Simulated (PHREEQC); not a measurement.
Make-up at 50 °C: 0.25 mol/kgw Cu(NO3)2, 0.0096 mol/kgw HCl and 0.023 mol/kgw FeCl3. Closed to the air; pH follows from the charge balance.

Equilibrium calculation in PHREEQC: ion-association model, phreeqc.dat.

No solid was allowed to form.

**Question.** Estimate the pH, density.

**Answer.** pH 1.88; density 1.027 g/cm³.

**Question.** In which forms is Cu present?

**Answer.** Cu+2 92 %, CuCl+ 8.1 % of the Cu.

Saturation is exceeded, for instance for Hematite (slow to form), Goethite (slow to form); the values hold only as long as no solid forms. The ionic strength is past about 0.7 mol/kgw, beyond the range of this activity model, so the values are rough. Away from 25 °C the constants follow the database's enthalpies or fits; those with neither stay at their 25 °C values.
